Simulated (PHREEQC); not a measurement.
A solution holds 29 mmol/kgw HF, 100 mmol/kgw (NH4)2SiF6, 0.15 mmol/kgw H3BO3 and 19 mmol/kgw HCl, at 60 °C. Closed to the air; pH follows from the charge balance.

The numbers come from PHREEQC with the ion-association model, wateq4f.dat.

Question: The ionic strength comes out as 0.320 mol/kgw. What activity coefficients do BF3OH-, H+, BF4-, HF2-, NH4+ get?

Answer: BF3OH- 0.62, H+ 0.77, BF4- 0.62, HF2- 0.65, NH4+ 0.72.

This is a speciation only: nothing precipitates in the calculation. At this temperature some constants are extrapolated from 25 °C, and those without enthalpy data are left unchanged. SiF6-2 is the database's only silicon fluoride. Real BF4- forms and hydrolyses slowly; the run takes it at equilibrium.
